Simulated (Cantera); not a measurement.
Fluorocarbon and chlorocarbon gases: CHF₃ + HCl

Charge: 1 mol CHF₃, 0.9 mol HCl, at 3548 K and 100000 Pa.

Cantera equilibrium calculation (NASA polynomials, part measured and part estimated; ideal gas, pure solids and liquids). Candidate condensed phases: C, C₆H₆, C₇H₈, C₈H₁₈; 118 gas species. The tables' values for CCl are old estimates; treat these amounts as uncertain. Equilibrium is a limit: real reactors are often held back by kinetics, nucleation or transport.

```json
{
 "x(HF)": "0.437",
 "x(Cl)": "0.209",
 "x(F)": "0.193",
 "x(CF)": "0.0574",
 "x(C₃)": "0.0421",
 "x(CF₂)": "0.0225",
 "x(H)": "0.0141",
 "x(HCl)": "0.0103",
 "x(C₂)": "0.00476",
 "n(C(graphite))": "0.0127 mol",
 "gas_amount": "4.094 mol"
}
```
